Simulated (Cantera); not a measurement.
Input: 1 mol Fe₃O₄, 0.91 mol CH₄, 0.58 mol CO, at 47.0 mbar.

These are equilibrium values from Cantera (NASA tables, ideal gas, pure condensed phases), not measurements of a reactor. Candidate condensed phases: C, C₆H₆, C₇H₈, C₈H₁₈, Fe, Fe(CO)₅, FeO, Fe(OH)₂, Fe(OH)₃, Fe₂O₃, Fe₃O₄, H₂O; 114 gas species. Each liquid is taken as pure. Mutual solubility and eutectic melting of coexisting phases are not modelled. The tables' stoichiometric FeO is somewhat more stable than real wüstite, so its field is too wide. FeO: taken at fixed stoichiometry. Kinetics and transport are ignored.

log p: log10 of the partial pressure in bar; n: condensed amount in mol.

```tsv
T (K)	log p H₂	log p CO	log p H₂O	log p CO₂	log p H	log p Fe	n Fe(γ)	n FeO(s)	n FeO(l)	n Fe(δ)	n Fe(l)
1350	-1.72	-1.75	-2.17	-2.49	-6.48	-8.37	0.610	2.39	0	0	0
1400	-1.73	-1.74	-2.15	-2.51	-6.18	-7.81	0.626	2.37	0	0	0
1450	-1.73	-1.74	-2.13	-2.52	-5.89	-7.30	0.641	2.36	0	0	0
1500	-1.74	-1.74	-2.12	-2.53	___	___	0.654	2.35	0	0	0
1550	-1.75	-1.74	-2.10	-2.54	-5.37	-6.38	0.667	2.33	0	0	0
1600	-1.75	-1.74	-2.09	-2.55	-5.14	-5.96	0.679	2.32	0	0	0
1650	-1.76	-1.73	-2.08	-2.56	-4.92	-5.57	0.689	0	2.31	0	0
1700	-1.76	-1.73	-2.08	-2.59	-4.71	-5.20	0	0	2.33	0.670	0
1750	-1.75	-1.73	-2.09	-2.62	-4.51	-4.86	0	0	2.35	0.653	0
1800	-1.75	-1.72	-2.09	-2.65	___	___	0	0	2.36	0.636	0
1850	-1.75	-1.72	-2.09	-2.67	-4.15	-4.23	0	0	2.37	0	0.629
```

Q: Fill in the missing entries.

A: 
- 1500, log p H: -5.62
- 1500, log p Fe: -6.82
- 1800, log p H: -4.32
- 1800, log p Fe: -4.53
